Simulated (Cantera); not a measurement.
A Cantera script and its output.

```python
import numpy as np
import cantera as ct

gas = ct.Solution("gri30.yaml")
gas.TPX = 1075, 100000, {'H2': 1.8, 'O2': 1, 'N2': 3.3}
reactor = ct.IdealGasConstPressureReactor(gas, energy="off", clone=False)
net = ct.ReactorNet([reactor])
net.rtol, net.atol = 1e-08, 1e-18
show = ['H2', 'O2', 'NO', 'HO2', 'O', 'H2O2']
times = np.geomspace(0.0001, 100, 15)

steps = ct.SolutionArray(gas, extra=["t"])
rows = []
print(f"{'t/s':>10s}{'T/K':>9s}{'P/Pa':>11s}" + "".join(f"{s:>11s}" for s in show))
for t in times:
    while net.time < t:
        t_next = net.step()
        steps.append(gas.state, t=t_next)
    rows.append([np.interp(t, steps.t, y) for y in (steps.T, steps.P, *steps(*show).X.T)])
    print(f"{t:10.3e}{rows[-1][0]:9.1f}{rows[-1][1]:11.4g}" + "".join(f"{x:11.3e}" for x in rows[-1][2:]))
rate = np.gradient(steps.T, steps.t)
print("integrator steps:", len(steps.t))
if steps.T.max() > steps.T[0] + 200:
    print(f"time of steepest temperature rise: {steps.t[rate.argmax()]:.4e} s")
gas.TPX = 1075, 100000, {'H2': 1.8, 'O2': 1, 'N2': 3.3}
gas.equilibrate("TP")
print(f"equilibrium (TP): T = {gas.T:.1f} K  " + "  ".join(f"{s} {gas[s].X[0]:.3e}" for s in show))
```

Output:

```
       t/s      T/K       P/Pa         H2         O2         NO        HO2          O       H2O2
 1.000e-04   1075.0      1e+05  2.626e-01  1.496e-01  2.740e-08  1.132e-04  1.371e-03  2.434e-06
 2.683e-04   1075.0      1e+05  2.302e-02  3.047e-02  1.294e-06  6.796e-05  1.394e-04  6.080e-06
 7.197e-04   1075.0      1e+05  1.419e-02  2.614e-02  1.258e-06  5.424e-05  9.451e-06  1.294e-05
 1.931e-03   1075.0      1e+05  1.286e-02  2.549e-02  1.091e-06  4.348e-05  1.649e-06  2.438e-05
 5.179e-03   1075.0      1e+05  1.094e-02  2.455e-02  1.080e-06  4.087e-05  1.530e-06  2.308e-05
 1.389e-02   1075.0      1e+05  7.467e-03  2.286e-02  1.019e-06  3.408e-05  1.080e-06  1.687e-05
 3.728e-02   1075.0      1e+05  3.431e-03  2.089e-02  8.684e-07  2.313e-05  5.149e-07  8.240e-06
 1.000e-01   1075.0      1e+05  9.474e-04  1.969e-02  5.700e-07  1.063e-05  1.161e-07  1.838e-06
 2.683e-01   1075.0      1e+05  1.969e-04  1.932e-02  2.840e-07  3.197e-06  1.309e-08  1.803e-07
 7.197e-01   1075.0      1e+05  3.289e-05  1.925e-02  1.852e-07  7.071e-07  1.298e-09  1.178e-08
 1.931e+00   1075.0      1e+05  2.184e-06  1.923e-02  3.824e-07  6.292e-08  9.305e-11  4.326e-10
 5.179e+00   1075.0      1e+05  2.068e-08  1.923e-02  1.099e-06  3.694e-09  3.076e-11  7.107e-11
 1.389e+01   1075.0      1e+05  1.822e-09  1.923e-02  1.303e-06  9.026e-10  1.689e-10  3.055e-10
 3.728e+01   1075.0      1e+05  1.757e-09  1.923e-02  1.304e-06  8.788e-10  1.848e-10  3.336e-10
 1.000e+02   1075.0      1e+05  1.761e-09  1.923e-02  1.304e-06  8.804e-10  1.831e-10  3.307e-10
integrator steps: 2307
equilibrium (TP): T = 1075.0 K  H2 1.761e-09  O2 1.922e-02  NO 1.839e-05  HO2 8.801e-10  O 1.830e-10  H2O2 3.305e-10
```

Detailed kinetics in Cantera: GRI-Mech 3.0 (53 species, 325 reactions). The temperature is held fixed by assumption; the heat of reaction is taken as removed at once.
